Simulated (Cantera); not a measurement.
Charge: 1 mol CH2F2, 14 mol H2, equilibrated at 2700 K and 13300 Pa.

Equilibrium computed with Cantera from the NASA thermochemical tables; the gas is ideal and each condensed phase is pure. Candidate condensed phases: C, C6H6, C7H8, C8H18; 95 gas species. Rates play no part.

Base state: H2 0.732, H 0.133, HF 0.117, C2H2 (acetylene) 0.0173, C2H 0.000333, C4H2 0.000169, F 7.17e-5, C3 6.60e-5 (mole fractions); condensed: C(graphite).

Task: What changes in the equilibrium state with this change: pressure from 13300 Pa to 17.0 Pa?

Result: 
```json
[
 {"species": "H", "before": "0.133", "after": "0.875"},
 {"species": "HF", "before": "0.117", "after": "0.0632"},
 {"species": "H2", "before": "0.732", "after": "0.0403"},
 {"species": "C2H2 (acetylene)", "before": "0.0173", "after": "0.000264"},
 {"species": "CH3", "before": "2.49e-5", "after": "6.05e-9"},
 {"species": "C", "before": "1.59e-5", "after": "0.00657"},
 {"species": "C4H2", "before": "0.000169", "after": "7.17e-7"},
 {"species": "C(graphite), mol", "before": "0.379", "after": "0"}
]
```

Task: What changes in the equilibrium state with this change: pressure from 13300 Pa to 2.20 Pa?

Result: 
```csv
species,before,after
H,0.133,0.907
HF,0.117,0.0411
F,7.17e-5,0.0225
H2,0.732,0.00560
C2H2 (acetylene),0.0173,5.20e-6
C,1.59e-5,0.0191
C4H2,0.000169,2.01e-9
CH3,2.49e-5,<1e-9
"C(graphite), mol",0.379,0
```
